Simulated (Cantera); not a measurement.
Hydrocarbon pyrolysis for carbon deposition

An isothermal, constant-pressure homogeneous reactor starts with 45.2 % CH4, 54.2 % N2, 0.587 % H2O, at 1573 K and 1.00 bar.

Model: GRI-Mech 3.0 (53 species, 325 reactions), integrated in Cantera. GRI-Mech 3.0 stops at C3 and has no aromatics, soot or wall deposition, so with more carbon than oxygen in the feed, carbon stays in small species such as C2H2 where larger ones or solid carbon would form.

```csv
t (s),x CH4,x C2H4,x H,x CH3,x C2H2
3.00e-5,0.452,8.48e-8,8.18e-8,5.07e-5,2.90e-11
9.53e-5,0.452,2.53e-6,9.50e-8,0.000143,3.73e-9
0.000302,0.451,3.95e-5,1.37e-7,0.000260,2.97e-7
0.000960,0.449,0.000333,2.52e-7,0.000377,1.11e-5
0.00305,0.441,0.00247,8.06e-7,0.000533,0.000358
0.00968,0.409,0.00845,2.76e-6,0.000518,0.00652
0.0307,0.336,0.00691,6.51e-6,0.000370,0.0336
0.0976,0.225,0.00469,1.19e-5,0.000233,0.0738
0.310,0.111,0.00604,1.88e-5,0.000121,0.112
0.984,0.0485,0.00771,2.53e-5,6.01e-5,0.132
3.12,0.0404,0.00794,2.66e-5,5.16e-5,0.133
9.92,0.0403,0.00791,2.67e-5,5.14e-5,0.132
31.5,0.0403,0.00790,2.67e-5,5.14e-5,0.132
100,0.0403,0.00790,2.67e-5,5.14e-5,0.132
```
x: mole fraction; the columns are a selection and need not sum to one.

Equilibrium at this temperature and pressure: CH4 0.0342, C2H4 0.00549, H 2.69e-5, CH3 4.32e-5, C2H2 0.0903 (gas phase only).
